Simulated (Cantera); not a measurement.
## Thermodynamics of nitride etching, feed Si3N4 + H2O + H2

Feed: 1 mol Si3N4, 0.35 mol H2O, 340 mol H2, at 10.0 mbar.

Equilibrium computed with Cantera from the NASA thermochemical tables; the gas is ideal and each condensed phase is pure. Candidate condensed phases: H2O, Si, SiO2, Si2N2O, Si3N4; 35 gas species. Mutual solubility and eutectic melting of coexisting phases are not modelled. Gases not in the tables: Si2H6 and higher silanes. Rates play no part.

From 427 °C to 1027 °C the condensed part is Si2N2O(s) + Si3N4(s). From 1127 °C to 1227 °C the condensed part is Si(s) + Si2N2O(s) + Si3N4(s). At 1327 °C the condensed part is Si(s). From 1427 °C to 1727 °C the condensed part is Si(l).

```json
[
 {"T (°C)": "427", "log p H2": "-2.00", "log p H": "<-14", "log p N2": "-5.47", "log p Si": "<-14", "log p SiO": "<-14", "log p SiH": "<-14", "log p SiH2": "<-14", "n Si2N2O(s)": "0.350", "n Si3N4(s)": "0.767", "n Si(s)": "0", "n Si(l)": "0"},
 {"T (°C)": "527", "log p H2": "-2.00", "log p H": "-12.54", "log p N2": "-5.47", "log p Si": "<-14", "log p SiO": "<-14", "log p SiH": "<-14", "log p SiH2": "<-14", "n Si2N2O(s)": "0.350", "n Si3N4(s)": "0.767", "n Si(s)": "0", "n Si(l)": "0"},
 {"T (°C)": "627", "log p H2": "-2.00", "log p H": "-10.93", "log p N2": "-5.47", "log p Si": "<-14", "log p SiO": "<-14", "log p SiH": "<-14", "log p SiH2": "<-14", "n Si2N2O(s)": "0.350", "n Si3N4(s)": "0.767", "n Si(s)": "0", "n Si(l)": "0"},
 {"T (°C)": "727", "log p H2": "-2.00", "log p H": "-9.64", "log p N2": "-5.47", "log p Si": "<-14", "log p SiO": "<-14", "log p SiH": "<-14", "log p SiH2": "<-14", "n Si2N2O(s)": "0.350", "n Si3N4(s)": "0.767", "n Si(s)": "0", "n Si(l)": "0"},
 {"T (°C)": "827", "log p H2": "-2.00", "log p H": "-8.59", "log p N2": "-5.47", "log p Si": "<-14", "log p SiO": "-13.05", "log p SiH": "<-14", "log p SiH2": "-13.25", "n Si2N2O(s)": "0.350", "n Si3N4(s)": "0.767", "n Si(s)": "0", "n Si(l)": "0"},
 {"T (°C)": "927", "log p H2": "-2.00", "log p H": "-7.70", "log p N2": "-5.47", "log p Si": "-13.24", "log p SiO": "-10.74", "log p SiH": "-13.07", "log p SiH2": "-11.31", "n Si2N2O(s)": "0.350", "n Si3N4(s)": "0.767", "n Si(s)": "0", "n Si(l)": "0"},
 {"T (°C)": "1027", "log p H2": "-2.00", "log p H": "-6.96", "log p N2": "-5.47", "log p Si": "-10.92", "log p SiO": "-8.79", "log p SiH": "-11.00", "log p SiH2": "-9.68", "n Si2N2O(s)": "0.350", "n Si3N4(s)": "0.767", "n Si(s)": "0", "n Si(l)": "0"},
 {"T (°C)": "1127", "log p H2": "-2.00", "log p H": "-6.31", "log p N2": "-5.24", "log p Si": "-9.08", "log p SiO": "-7.20", "log p SiH": "-9.39", "log p SiH2": "-8.42", "n Si2N2O(s)": "0.348", "n Si3N4(s)": "0.728", "n Si(s)": "0.117", "n Si(l)": "0"},
 {"T (°C)": "1227", "log p H2": "-2.00", "log p H": "-5.76", "log p N2": "-4.32", "log p Si": "-7.98", "log p SiO": "-6.06", "log p SiH": "-8.47", "log p SiH2": "-7.83", "n Si2N2O(s)": "0.320", "n Si3N4(s)": "0.0292", "n Si(s)": "2.24", "n Si(l)": "0"},
 {"T (°C)": "1327", "log p H2": "-2.00", "log p H": "-5.27", "log p N2": "-4.23", "log p Si": "-7.01", "log p SiO": "-4.99", "log p SiH": "-7.67", "log p SiH2": "-7.30", "n Si2N2O(s)": "0", "n Si3N4(s)": "0", "n Si(s)": "2.64", "n Si(l)": "0"},
 {"T (°C)": "1427", "log p H2": "-2.00", "log p H": "-4.83", "log p N2": "-4.23", "log p Si": "-6.17", "log p SiO": "-4.99", "log p SiH": "-6.98", "log p SiH2": "-6.85", "n Si2N2O(s)": "0", "n Si3N4(s)": "0", "n Si(s)": "0", "n Si(l)": "2.62"},
 {"T (°C)": "1527", "log p H2": "-2.00", "log p H": "-4.45", "log p N2": "-4.23", "log p Si": "-5.50", "log p SiO": "-4.99", "log p SiH": "-6.44", "log p SiH2": "-6.53", "n Si2N2O(s)": "0", "n Si3N4(s)": "0", "n Si(s)": "0", "n Si(l)": "2.52"},
 {"T (°C)": "1627", "log p H2": "-2.01", "log p H": "-4.10", "log p N2": "-4.24", "log p Si": "-4.90", "log p SiO": "-4.99", "log p SiH": "-5.96", "log p SiH2": "-6.24", "n Si2N2O(s)": "0", "n Si3N4(s)": "0", "n Si(s)": "0", "n Si(l)": "2.14"},
 {"T (°C)": "1727", "log p H2": "-2.01", "log p H": "-3.79", "log p N2": "-4.24", "log p Si": "-4.36", "log p SiO": "-5.00", "log p SiH": "-5.54", "log p SiH2": "-5.99", "n Si2N2O(s)": "0", "n Si3N4(s)": "0", "n Si(s)": "0", "n Si(l)": "0.950"}
]
```
log p: log10 of the partial pressure in bar; n: condensed amount in mol.
